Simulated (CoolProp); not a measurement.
Methane along the isobar 0.537 MPa: fugacity coefficient from the reference equation and from simpler models built on Tc = -82.6 °C, pc = 4.599 MPa, ω = 0.011; each cubic takes its own stable root.

Values from CoolProp's reference Helmholtz-energy equation of state, Setzmann 1991.

```
T (°C)    phase  reference  van der Waals  Redlich-Kwong  Peng-Robinson
-------  ------  ---------  -------------  -------------  -------------
-143.35  liquid     0.6259         0.9153         0.5564         0.6293
-129.95     gas     0.9111         0.9323         0.9121         0.9086
-116.55     gas     0.9315         0.9449         0.9313         0.9270
-103.15     gas     0.9460         0.9546         0.9453         0.9409
-89.75      gas     0.9567         0.9621         0.9559         0.9515
-76.35      gas     0.9648         0.9680         0.9640         0.9598
-62.95      gas     0.9711         0.9728         0.9703         0.9664
-49.55      gas     0.9760         0.9767         0.9753         0.9718
-36.15      gas     0.9800         0.9800         0.9793         0.9761
-22.75      gas     0.9832         0.9826         0.9826         0.9797
-9.35       gas     0.9859         0.9849         0.9853         0.9826
```

At some of these states van der Waals gives the other phase, because its saturation line lies elsewhere.
